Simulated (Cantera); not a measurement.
A closed system holds: 1 mol SiC, 0.068 mol C, 0.25 mol N2, equilibrated at 2525 K and 0.00133 bar.

Method: chemical equilibrium by Gibbs-energy minimisation in Cantera with the NASA 1993 tables (ideal gas, pure condensed phases). Candidate condensed phases: C, Si, SiC, Si3N4; 20 gas species. The tables' values for SiN are old estimates; treat these amounts as uncertain. Equilibrium is a limit: real reactors are often held back by kinetics, nucleation or transport.

Base state: Si 0.578, N2 0.208, SiC2 0.161, Si2C 0.0468, Si2 0.00216, CN 0.00158, SiN 0.000935, C3 0.000548 (mole fractions); condensed: C(graphite).

**Question.** What changes in the equilibrium state with this change: 0.011 mol CH4 added?

**Answer.** 
```csv
species,before,after
Si,0.578,0.560
N2,0.208,0.200
SiC2,0.161,0.156
H,0,0.0307
Si2C,0.0468,0.0439
H2,0,0.00159
HCN,0,0.00135
SiH,0,0.000208
HNC,0,0.000162
C2H,0,2.79e-5
"C(graphite), mol",0.624,0.633
```
Further candidate phases: C6H6, C7H8, C8H18.
